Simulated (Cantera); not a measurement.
Stirred combustor or abatement burner

A perfectly stirred reactor is fed with 22.5 % H₂, 16.3 % O₂, 61.2 % N₂, at 0.820 bar; it is adiabatic with a 475 K inlet, and is followed from long to short residence time, starting on the burning branch (τ in s: 0.32, 0.13, 0.054, 0.022, 0.0092, 0.0038, 0.0016, 0.00064, 0.00026, 0.00011, 4.4e-05, 1.8e-05, 7.5e-06).

Model: the H2/O2 subset of GRI-Mech 3.0, which has no nitrogen chemistry, integrated in Cantera.

| τ (s) | T (K) | x H₂ | x O₂ | x O | x H₂O | x H₂O₂ | x H | x OH |
|---|---|---|---|---|---|---|---|---|
| 0.32 | 2133 | 0.000960 | 0.0560 | 0.000502 | 0.250 | 1.52e-7 | 0.000144 | 0.00472 |
| 0.13 | 2131 | 0.00107 | 0.0560 | 0.000556 | 0.249 | 1.52e-7 | 0.000169 | 0.00495 |
| 0.054 | 2126 | 0.00133 | 0.0559 | 0.000681 | 0.249 | 1.56e-7 | 0.000232 | 0.00544 |
| 0.022 | 2116 | 0.00191 | 0.0558 | 0.000965 | 0.247 | 1.68e-7 | 0.000397 | 0.00639 |
| 0.0092 | 2096 | 0.00301 | 0.0557 | 0.00152 | 0.245 | 1.96e-7 | 0.000797 | 0.00782 |
| 0.0038 | 2061 | 0.00496 | 0.0558 | 0.00253 | 0.241 | 2.51e-7 | 0.00175 | 0.00967 |
| 0.0016 | 2006 | 0.00792 | 0.0563 | 0.00412 | 0.235 | 3.43e-7 | 0.00373 | 0.0115 |
| 0.00064 | 1919 | 0.0122 | 0.0575 | 0.00655 | 0.226 | 5.15e-7 | 0.00784 | 0.0130 |
| 0.00026 | 1801 | 0.0172 | 0.0597 | 0.00947 | 0.215 | 8.77e-7 | 0.0147 | 0.0132 |
| 0.00011 | 1660 | 0.0228 | 0.0632 | 0.0121 | 0.203 | 1.69e-6 | 0.0242 | 0.0120 |
| 4.4e-5 | 1481 | 0.0330 | 0.0706 | 0.0129 | 0.185 | 3.75e-6 | 0.0355 | 0.00928 |
| 1.8e-5 | 475 | 0.225 | 0.163 | <1e-12 | <1e-12 | <1e-12 | <1e-12 | <1e-12 |
| 7.5e-6 | 475 | 0.225 | 0.163 | <1e-12 | <1e-12 | <1e-12 | <1e-12 | <1e-12 |
x: mole fraction; the columns are a selection and need not sum to one.
